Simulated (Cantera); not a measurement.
A closed system holds: 1 mol SiH2Cl2, 0.1 mol Cl2, 280 mol H2, equilibrated at 1625 K and 0.0510 bar.

Equilibrium computed with Cantera from the NASA thermochemical tables; the gas is ideal and each condensed phase is pure. Candidate condensed phases: Si; 19 gas species. The numbers say what is thermodynamically allowed, not how fast it happens.

Base state: H2 0.992, HCl 0.00741, H 0.000311, SiCl2 0.000194 (mole fractions); condensed: Si(s).

**Question.** What changes in the equilibrium state with this change: H2 from 280 to 8.3 mol?

**Answer.** 
```tsv
species	before	after
H2	0.992	0.841
HCl	0.00741	0.108
SiCl2	0.000194	0.0489
SiCl4	1.79e-9	0.000114
SiCl3	3.86e-7	0.00155
Si(s), mol	0.942	0.473
```
The tables' values for SiCl3, SiCl are old estimates; treat these amounts as uncertain.
